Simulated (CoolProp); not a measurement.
Vapour-liquid equilibrium of ammonia (1) + n-butane (2) at 62.05 °C; x and y are mole fractions of (1).

The numbers come from the multi-fluid Helmholtz-energy mixture model, Gao 2020 and Bücker 2006; pair parameters Bell 2016 in CoolProp.

| x | bubble pressure, mixture model (bar) | bubble pressure, Raoult's law (bar) | y, mixture model | y, Raoult's law |
|---|---|---|---|---|
| 0.05 | 11.20 | 7.747 | 0.375 | 0.177 |
| 0.125 | 17.24 | 9.304 | 0.584 | 0.369 |
| 0.2 | 22.06 | 10.86 | 0.670 | 0.506 |
| 0.275 | 25.52 | 12.42 | 0.714 | 0.608 |
| 0.35 | 27.79 | 13.98 | 0.738 | 0.688 |
| 0.425 | 29.18 | 15.53 | 0.753 | 0.752 |
| 0.5 | 30.01 | 17.09 | 0.764 | 0.804 |
| 0.575 | 30.52 | 18.65 | 0.772 | 0.847 |
| 0.65 | 30.85 | 20.21 | 0.780 | 0.884 |
| 0.725 | 31.08 | 21.77 | 0.789 | 0.915 |
| 0.8 | 31.20 | 23.32 | 0.803 | 0.942 |
| 0.875 | 30.99 | 24.88 | 0.833 | 0.966 |
| 0.95 | 29.71 | 26.44 | 0.902 | 0.987 |

The largest gap from Raoult's law is +105.5 % in bubble pressure, at x = 0.275. y crosses x between x = 0.8 and 0.875: the model has an azeotrope there.

The pair parameters rest on a limited set of measurements; away from them the model extrapolates. With so large a gap from Raoult's law the liquid may split in two, which this calculation doesn't test in full.
